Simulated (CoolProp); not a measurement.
Octamethylcyclotetrasiloxane (D4) along the isotherm 346.85 °C: Z from the reference equation and from simpler models built on Tc = 313.4 °C, pc = 1347 kPa, ω = 0.598; each cubic takes its own stable root.

Values from CoolProp's reference Helmholtz-energy equation of state, Thol 2015.

| p (kPa) | phase | reference |
|---|---|---|
| 56.1 | gas | 0.9881 |
| 112 | gas | 0.9761 |
| 168 | gas | 0.9638 |
| 225 | gas | 0.9512 |
| 281 | gas | 0.9385 |
| 337 | gas | 0.9257 |
| 393 | gas | 0.9127 |
| 449 | gas | 0.8994 |
| 505 | gas | 0.8860 |
| 561 | gas | 0.8722 |
| 617 | gas | 0.8583 |
| 674 | gas | 0.8438 |

Q: How far does each simpler model (Pitzer virial, Redlich-Kwong, Peng-Robinson) lie from the reference over these 12 states: mean and median of the absolute difference, and the worst?

A: 
- Pitzer virial: mean 0.5 %, median 0.4 %, worst +1.6 % at 346.85 °C and 674 kPa
- Redlich-Kwong: mean 0.2 %, median 0.2 %, worst -0.4 % at 346.85 °C and 674 kPa
- Peng-Robinson: mean 0.6 %, median 0.6 %, worst -1.0 % at 346.85 °C and 674 kPa
